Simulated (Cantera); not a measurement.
Input: 1 mol TiC, 0.058 mol H2, at 2775 K and 1950 Torr.

These are equilibrium values from Cantera (NASA tables, ideal gas, pure condensed phases), not measurements of a reactor. Candidate condensed phases: C, C6H6, C7H8, C8H18, Ti, TiC; 77 gas species. TiC: taken at fixed stoichiometry. Equilibrium is a limit: real reactors are often held back by kinetics, nucleation or transport.

Base state: H2 0.954, H 0.0454, Ti 0.000232, C2H2 (acetylene) 0.000102, CH4 1.41e-5, CH3 1.13e-5 (mole fractions); condensed: TiC(s).

Problem. What changes in the equilibrium state with this change: 0.11 mol O2 added?

Solution. 
```
species      before     after
-----------  ------  --------
CO                0     0.645
H2            0.954     0.326
H            0.0454    0.0265
TiO               0   0.00125
H2O               0  0.000290
CO2               0   8.28e-5
TiO2              0   1.34e-5
TiC(s), mol   1.000     0.890
TiO(l), mol       0     0.110
```
Mutual solubility and eutectic melting of coexisting phases are not modelled. TiC, TiO: taken at fixed stoichiometry. Condensed phases not in the tables: solid solutions among these carbides, nitrides and lower oxides. Further candidate phases: H2O, TiO, TiO2, Ti2O3, Ti3O5, Ti4O7.

Problem. What changes in the equilibrium state with this change: 0.012 mol O2 added?

Solution. 
| species | before | after |
|---|---|---|
| H2 | 0.954 | 0.788 |
| CO | 0 | 0.168 |
| H | 0.0454 | 0.0412 |
| TiO | 0 | 0.00125 |
| H2O | 0 | 0.000357 |
| CO2 | 0 | 1.10e-5 |
| TiC(s), mol | 1.000 | 0.988 |
| TiO(l), mol | 0 | 0.0119 |
Mutual solubility and eutectic melting of coexisting phases are not modelled. TiC, TiO: taken at fixed stoichiometry. Condensed phases not in the tables: solid solutions among these carbides, nitrides and lower oxides. Further candidate phases: H2O, TiO, TiO2, Ti2O3, Ti3O5, Ti4O7.
